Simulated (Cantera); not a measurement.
Charge: 1 mol Si₃N₄, 15 mol Cl₂, 0.8 mol H₂, at 133 Pa.

These are equilibrium values from Cantera (NASA tables, ideal gas, pure condensed phases), not measurements of a reactor. Candidate condensed phases: NH₄Cl, Si, Si₃N₄; 28 gas species. The tables' values for SiCl₃ are old estimates; treat these amounts as uncertain. Rates play no part. All values below are at 1500 K.

Base state: Cl 0.557, SiCl₄ 0.146, Cl₂ 0.121, N₂ 0.0975, HCl 0.0780, SiCl₃ 0.000352 (mole fractions); condensed: gas only.

### Question
What changes in the equilibrium state with this change: pressure from 133 Pa to 100000 Pa?

### Answer
```tsv
species	before	after
Cl₂	0.121	0.521
SiCl₄	0.146	0.198
N₂	0.0975	0.132
Cl	0.557	0.0422
HCl	0.0780	0.106
SiCl₃	0.000352	8.44e-6
```
